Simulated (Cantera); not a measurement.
A freely propagating, adiabatic, planar premixed flame of CO : H2 : CH4 : O2 : N2 = 1 : 0.86 : 0.12 : 0.975 : 3.67 (molar parts), equivalence ratio 1.2, unburnt at 400 K and 13300 Pa; mixture-averaged transport, grid criteria slope 0.08 and curve 0.16, no radiation.

Computed with Cantera and GRI-Mech 3.0 (53 species, 325 reactions). Burning velocities carry a grid error of a few per cent, more on coarse grids.

Predict: laminar burning velocity; thermal thickness; peak x(OH); peak x(H).


| Property | Result |
|---|---|
| laminar burning velocity | 213 cm/s |
| thermal thickness | 3.64 mm |
| peak x(OH) | 0.0114 |
| peak x(H) | 0.0550 |
